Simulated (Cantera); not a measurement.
What does this Cantera script print?

```python
import numpy as np
import cantera as ct

gas_names = """
    H HNO HNO2 HNO3 HO2 H2 H2O H2O2 N NH NH2 NH3 NH2OH NO NO2 NO3 N2 N2H2 N2H4 N2O O OH O2 O3 Si SiH
    SiH2 SiH3 SiH4 SiN SiO SiO2 Si2 Si2N Si3
""".split()
cond_names = """
    H2O(s) H2O(L) Si(cr) Si(L) SiO2(Lqz) SiO2(hqz) SiO2(L) Si2N2O(s) Si3N4(a)
""".split()


# ... load() reads the species with a 1 bar reference pressure and builds the phases ...
atoms = {
    'Si2H6': {'Si': 2, 'H': 6},
    'N2O': {'N': 2, 'O': 1},
}
top_T = {'Si2N2O(s)': 2100, 'Si3N4(a)': 2400}  # K; cautious upper limits of use, not melting points


# ... equilibrate(T, P, feed) seeds the gas with the atoms and calls Mixture.equilibrate('TP', solver="vcs", rtol=1e-11, max_steps=5000) ...
results = []
feed = {'Si2H6': 1, 'N2O': 0.14}  # mol
T = 1575  # K
P = 9.6  # Pa
mix = equilibrate(T, P, feed)
results.append((T, P, feed, dict(zip(mix.species_names, mix.species_moles))))
x = sorted(zip(gas.X, gas.species_names), reverse=True)
print(f"T = {T:g} K  P = {P:g} Pa  gas = {mix.phase_moles(0):.4g} mol")
print("   x: " + "  ".join(f"{s} {v:.3e}" for v, s in x if v > 0.001))
print("   condensed (mol): " + ("  ".join(f"{mix.phase(i).name} {mix.phase_moles(i):.4g}"
      for i in range(1, mix.n_phases) if mix.phase_moles(i) > 1e-12) or "none"))
```

Output:

```
T = 1575 K  P = 9.6 Pa  gas = 3.289 mol
   x: H2 9.102e-01  SiO 4.257e-02  N2 4.257e-02  H 4.046e-03
   condensed (mol): Si(cr) 1.858
```

Equilibrium computed with Cantera from the NASA thermochemical tables; the gas is ideal and each condensed phase is pure. The feed counts by its element totals alone.
